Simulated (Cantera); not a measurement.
Input: 1 mol Fe₂O₃, 0.16 mol Cl₂, 0.18 mol N₂, at 1700 K and 0.100 bar.

These are equilibrium values from Cantera (NASA tables, ideal gas, pure condensed phases), not measurements of a reactor. Candidate condensed phases: Fe, FeCl₂, FeCl₃, FeO, Fe₂O₃, Fe₃O₄; 19 gas species. The numbers say what is thermodynamically allowed, not how fast it happens.

Problem. What is the equilibrium state?

Solution. 
| Property | Value |
|---|---|
| x(O₂) | 0.419 |
| x(N₂) | 0.293 |
| x(FeCl₂) | 0.215 |
| x(Cl) | 0.0546 |
| x(Cl₂) | 0.00807 |
| x(FeCl₃) | 0.00729 |
| x(NO) | 0.00250 |
| x(ClO) | 0.000219 |
| x(O) | 9.15e-5 |
| n(Fe₃O₄(s)) | 0.621 mol |
| gas amount | 0.6118 mol |
| log10 activity of FeCl₂(l) (absent) | -2.77 |
| log10 activity of Fe(δ) (absent) | -5.03 |
